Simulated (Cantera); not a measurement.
Feed: 1 mol SiCl₄, 0.95 mol HCl, a varied amount of H₂, at 1900 K and 0.100 bar.

Cantera equilibrium calculation (NASA polynomials, part measured and part estimated; ideal gas, pure solids and liquids). Candidate condensed phases: Si; 19 gas species. Gases not in the tables: Si₂H₆ and higher silanes. Rates play no part.

Q: What share of the Si ends up in condensed phases as a function of n(H₂) (mol), at 3.3, 9.6, 16, 22, 28, 35, 41, 47?

A: 
```tsv
n(H₂) (mol)	Si condensed (%)	as
3.3	0.0	-
9.6	0.0	-
16	0.0	-
22	0.0	-
28	4.5	Si(l)
35	13.9	Si(l)
41	20.3	Si(l)
47	25.8	Si(l)
```
